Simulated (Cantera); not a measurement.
**Diamond growth**

A diamond (100) surface in a fixed gas of H2 with x(CH4) = 0.0044, x(H) = 0.025, x(CH3) = 3.3e-05, 0.0572 atm; coverages are run to steady state.

Model: the Harris–Goodwin 1993 mechanism for the reconstructed diamond (100) surface, integrated in Cantera.

| T (K) | growth (µm/h) | θ c6HH | θ c6H* | θ c6*H | θ c6** | θ c6HM |
|---|---|---|---|---|---|---|
| 900 | 0.602 | 0.691 | 0.0107 | 0.292 | 0.00442 | 0.00112 |
| 950 | 0.797 | 0.643 | 0.0144 | 0.335 | 0.00676 | 0.000892 |
| 1000 | 1.01 | 0.596 | 0.0186 | 0.375 | 0.00984 | 0.000718 |
| 1050 | 1.24 | 0.552 | 0.0232 | 0.410 | 0.0138 | 0.000579 |
| 1100 | 1.44 | 0.511 | 0.0282 | 0.442 | 0.0186 | 0.000459 |
| 1150 | 1.55 | 0.473 | 0.0334 | 0.469 | 0.0243 | 0.000347 |
| 1200 | 1.49 | 0.438 | 0.0388 | 0.492 | 0.0310 | 0.000236 |
| 1250 | 1.25 | 0.406 | 0.0442 | 0.511 | 0.0385 | 0.000139 |
| 1300 | 0.967 | 0.377 | 0.0496 | 0.526 | 0.0469 | 7.07e-5 |
| 1350 | 0.773 | 0.351 | 0.0549 | 0.538 | 0.0561 | 3.28e-5 |
| 1400 | 0.686 | 0.327 | 0.0601 | 0.547 | 0.0659 | 1.45e-5 |
θ: site fractions in the mechanism's names (c6HH fully hydrogenated, c6H* and c6*H radical sites, c6** diradical, c6HM methylated).
